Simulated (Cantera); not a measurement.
Cantera with NASA thermochemical tables; ideal gases at 1 bar, condensed phases pure. Values are per mole of reaction as written; species without (g) are pure solids or liquids, kept so even where they would boil at 1 bar.

2 H2(g) + O3(g) + Cu2O = 2 Cu(OH)2

```json
[
 {"T (K)": "300", "ΔH° (kJ)": "-871.8", "ΔS° (J/K)": "-375.8", "ΔG° (kJ)": "-759.0", "log10 K": "132.16"},
 {"T (K)": "648", "ΔH° (kJ)": "-861.0", "ΔS° (J/K)": "-352.2", "ΔG° (kJ)": "-632.8", "log10 K": "51.01"},
 {"T (K)": "723", "ΔH° (kJ)": "…", "ΔS° (J/K)": "…", "ΔG° (kJ)": "…", "log10 K": "…"},
 {"T (K)": "798", "ΔH° (kJ)": "-855.3", "ΔS° (J/K)": "-344.3", "ΔG° (kJ)": "-580.5", "log10 K": "38.00"},
 {"T (K)": "873", "ΔH° (kJ)": "-852.2", "ΔS° (J/K)": "-340.7", "ΔG° (kJ)": "-554.8", "log10 K": "33.20"},
 {"T (K)": "948", "ΔH° (kJ)": "-849.1", "ΔS° (J/K)": "-337.2", "ΔG° (kJ)": "-529.4", "log10 K": "29.17"},
 {"T (K)": "1023", "ΔH° (kJ)": "…", "ΔS° (J/K)": "…", "ΔG° (kJ)": "…", "log10 K": "…"},
 {"T (K)": "1098", "ΔH° (kJ)": "…", "ΔS° (J/K)": "…", "ΔG° (kJ)": "…", "log10 K": "…"},
 {"T (K)": "1173", "ΔH° (kJ)": "-839.8", "ΔS° (J/K)": "-328.4", "ΔG° (kJ)": "-454.6", "log10 K": "20.24"},
 {"T (K)": "1248", "ΔH° (kJ)": "…", "ΔS° (J/K)": "…", "ΔG° (kJ)": "…", "log10 K": "…"},
 {"T (K)": "1323", "ΔH° (kJ)": "-834.2", "ΔS° (J/K)": "-323.9", "ΔG° (kJ)": "-405.7", "log10 K": "16.02"},
 {"T (K)": "1398", "ΔH° (kJ)": "-831.8", "ΔS° (J/K)": "-322.1", "ΔG° (kJ)": "-381.5", "log10 K": "14.25"}
]
```

Complete the blanks.


- 723, ΔH° (kJ): -858.3
- 723, ΔS° (J/K): -348.2
- 723, ΔG° (kJ): -606.5
- 723, log10 K: 43.82
- 1023, ΔH° (kJ): -846.0
- 1023, ΔS° (J/K): -334.0
- 1023, ΔG° (kJ): -504.3
- 1023, log10 K: 25.75
- 1098, ΔH° (kJ): -842.8
- 1098, ΔS° (J/K): -331.1
- 1098, ΔG° (kJ): -479.3
- 1098, log10 K: 22.80
- 1248, ΔH° (kJ): -836.9
- 1248, ΔS° (J/K): -326.0
- 1248, ΔG° (kJ): -430.1
- 1248, log10 K: 18.00
